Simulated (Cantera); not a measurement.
A perfectly stirred reactor is fed with H₂ : O₂ = 0.044 : 1 (molar parts), at 1.20 Torr; it is held at 1450 K, and followed from long to short residence time.

Model: the H2/O2 subset of GRI-Mech 3.0, which has no nitrogen chemistry, integrated in Cantera. Radical loss at walls, strong at low pressure, is not modelled. The temperature is held fixed by assumption; the heat of reaction is taken as removed at once.

Q: What does this change do: O2 1 to 1.6 parts?

A: 
| quantity | before | after |
|---|---|---|
| x(H₂) at τ = 9.70 s | 0.000342 | 0.000173 |
| x(O₂) at τ = 9.70 s | 0.938 | 0.958 |
| x(OH) at τ = 9.70 s | 0.00424 | 0.00303 |
| x(H₂O) at τ = 9.70 s | 0.0394 | 0.0248 |
| x(HO₂) at τ = 9.70 s | 1.33e-7 | 9.04e-8 |
| x(H₂) at τ = 93.0 ms | 0.00113 | 0.000734 |
| x(O₂) at τ = 93.0 ms | 0.921 | 0.949 |
| x(OH) at τ = 93.0 ms | 0.00602 | 0.00411 |
| x(H₂O) at τ = 93.0 ms | 0.0360 | 0.0231 |
| x(HO₂) at τ = 93.0 ms | 1.74e-7 | 1.16e-7 |
